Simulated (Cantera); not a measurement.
**SiCl4 + HCl + H2 (chlorosilane synthesis and conversion)**

Input: 1 mol SiCl4, 1.3 mol HCl, 4 mol H2, at 698.15 K and 100000 Pa.

Method: chemical equilibrium by Gibbs-energy minimisation in Cantera with the NASA 1993 tables (ideal gas, pure condensed phases). Candidate condensed phases: Si; 19 gas species. The numbers say what is thermodynamically allowed, not how fast it happens.

- x(H2) = 0.635
- x(HCl) = 0.206
- x(SiCl4) = 0.159
- x(SiHCl3) = 9.66e-5
- gas amount = 6.300 mol
- log10 activity of Si(s) (absent) = -11.55
